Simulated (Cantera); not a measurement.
An isothermal, constant-pressure homogeneous reactor starts with N₂O : N₂ = 1 : 9.7 (molar parts), at 1623 K and 1.38 atm.

Model: GRI-Mech 3.0 (53 species, 325 reactions), integrated in Cantera. GRI-Mech 3.0 was tuned for natural gas; its chemistry of N2O as a main component is partial and can be far from experiment. The temperature is held fixed by assumption; the heat of reaction is taken as removed at once.

One state of this run: x N₂O = 2.56e-7; x NO₂ = 3.96e-5; x O = 2.97e-6; x N₂ = 0.944; x NO = 0.0221. x: mole fraction; the columns are a selection and need not sum to one.

Which value of t (s) does it belong to?
A. 6.00
B. 0.000198
C. 6.29e-5
D. 0.0194

A, 6.00
